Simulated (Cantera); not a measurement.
Input: 1 mol MgO, 0.012 mol C, 0.34 mol H2, held at 2525 K and 0.150 bar.

These are equilibrium values from Cantera (NASA tables, ideal gas, pure condensed phases), not measurements of a reactor. Candidate condensed phases: C, C6H6, C7H8, C8H18, H2O, Mg, MgCO3, MgO, Mg(OH)2; 116 gas species. The tables' values for MgH are old estimates; treat these amounts as uncertain. The numbers say what is thermodynamically allowed, not how fast it happens.

Question: What is the equilibrium state?

Answer: x(H2): 0.608
x(Mg): 0.165
x(H2O): 0.135
x(H): 0.0564
x(CO): 0.0264
x(MgOH): 0.00338
x(OH): 0.00267
x(MgH): 0.00100
x(CO2): 0.000935
n(MgO(s)): 0.925 mol
gas amount: 0.4387 mol
log10 activity of Mg(l) (absent): -3.75
log10 activity of C(graphite) (absent): -6.39
